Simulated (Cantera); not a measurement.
A closed system holds: 1 mol PbO, 1.2 mol N2, held at 1.20 bar.

Cantera equilibrium calculation (NASA polynomials, part measured and part estimated; ideal gas, pure solids and liquids). Candidate condensed phases: Pb, PbO, PbO2, Pb3O4; 12 gas species. Gases not in the tables: (PbO)n polymers. Rates play no part.

Problem. At 1225 K, list the 3 most abundant gas species with their mole fractions, and the condensed phases.

Solution. N2 1.000, PbO 9.40e-5, Pb 1.62e-5. Condensed: PbO(l).
